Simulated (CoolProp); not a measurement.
Properties of n-undecane along the isobar 0.577 MPa (Tc = 638.8 K, pc = 1.990 MPa, ω = 0.539).

The numbers come from the reference Helmholtz-energy equation of state, Aleksandrov 2011 in CoolProp. It is a short technical equation, of lower accuracy than the large ones.

```tsv
T (K)	phase	speed of sound (m/s)	Joule-Thomson coefficient (K/MPa)
326.6	liquid	1157	-0.3955
344.1	liquid	1091	-0.3759
361.5	liquid	1028	-0.3549
379	liquid	967.2	-0.3323
396.5	liquid	908.1	-0.3077
414	liquid	850.5	[?]
431.5	liquid	794.0	-0.2504
448.9	liquid	[?]	-0.2161
466.4	liquid	683.4	-0.1757
483.9	liquid	[?]	[?]
501.4	liquid	572.8	-0.06633
518.8	liquid	516.7	0.01231
```

Complete the blanks.


- 414, Joule-Thomson coefficient (K/MPa): -0.2807
- 448.9, speed of sound (m/s): 738.7
- 483.9, speed of sound (m/s): 628.3
- 483.9, Joule-Thomson coefficient (K/MPa): -0.1271
